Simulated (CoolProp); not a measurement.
Model: reference Helmholtz-energy equation of state, de Reuck 1993, in CoolProp.

**Question.** Give the vapour pressure (MPa), liquid density (kg/m³), liquid cp (kJ/(kg K)), surface tension (mN/m) of saturated methanol at 324.9 K.

**Answer.** 
```json
[
 {"T (K)": "324.9", "p (MPa)": "0.0601", "liquid density (kg/m³)": "761", "liquid cp (kJ/(kg K))": "2.72", "surface tension (mN/m)": "19.9"}
]
```

Surface tension comes from a separate correlation (Mulero 2012).
